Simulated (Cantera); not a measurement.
Cantera run, input and output.

```python
import numpy as np
import cantera as ct

gas = ct.Solution("gri30.yaml")


def delay(T, t_max=10):
    gas.TPX = T, 3300000, {'CH4': 1, 'O2': 4.26, 'N2': 16, 'H2O': 1.6}
    reactor = ct.IdealGasReactor(gas, clone=False)
    net = ct.ReactorNet([reactor])
    net.rtol, net.atol = 1e-8, 1e-16
    while net.time < t_max:
        t_old, T_old = net.time, reactor.T
        net.step()
        if reactor.T > T + 400:  # ignition: a rise of 400 K
            return t_old + (T + 400 - T_old) / (reactor.T - T_old) * (net.time - t_old)
    return np.nan


taus = []
for T in [1050, 1125, 1200, 1275, 1350, 1425]:
    taus.append(delay(T))
    print(f"T0 = {T:6g} K   tau = {taus[-1]:.4e} s")
```

It prints:

```
T0 =   1050 K   tau = 9.7447e-03 s
T0 =   1125 K   tau = 3.0415e-03 s
T0 =   1200 K   tau = 1.1101e-03 s
T0 =   1275 K   tau = 4.5710e-04 s
T0 =   1350 K   tau = 2.0660e-04 s
T0 =   1425 K   tau = 1.0035e-04 s
```

Model: GRI-Mech 3.0 (53 species, 325 reactions), integrated in Cantera. The pressure lies above the range GRI-Mech 3.0 was tuned for (to about 10 atm).
